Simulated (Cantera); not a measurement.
A freely propagating, adiabatic, planar premixed flame of H₂ : O₂ : N₂ = 1 : 0.588 : 2.21 (molar parts), equivalence ratio 0.85, unburnt at 698 K and 170000 Pa; mixture-averaged transport, grid criteria slope 0.08 and curve 0.16, no radiation.

Detailed kinetics in Cantera: the H2/O2 subset of GRI-Mech 3.0, which has no nitrogen chemistry. Burning velocities carry a grid error of a few per cent, more on coarse grids.

Problem. What does this change do: inlet temperature 698 to 475 K?

Solution. 
```json
[
 {"quantity": "laminar burning velocity", "before": "902 cm/s", "after": "407 cm/s"},
 {"quantity": "thermal thickness", "before": "0.249 mm", "after": "0.208 mm"},
 {"quantity": "peak x(H)", "before": "0.0443", "after": "0.0314"},
 {"quantity": "peak x(HO₂)", "before": "0.000362", "after": "0.000549"},
 {"quantity": "peak x(H₂O₂)", "before": "1.52e-5", "after": "6.07e-5"},
 {"quantity": "peak x(O)", "before": "0.0149", "after": "0.0110"}
]
```

Problem. What does this change do: O2 0.588 to 0.75 parts?

Solution. 
```
quantity                    before     after
------------------------  --------  --------
laminar burning velocity  902 cm/s  899 cm/s
thermal thickness         0.249 mm  0.221 mm
peak x(H)                   0.0443    0.0366
peak x(HO₂)               0.000362  0.000423
peak x(H₂O₂)               1.52e-5   1.94e-5
peak x(O)                   0.0149    0.0187
```
Lean hydrogen flames are cellular in practice and burn faster than this planar one.
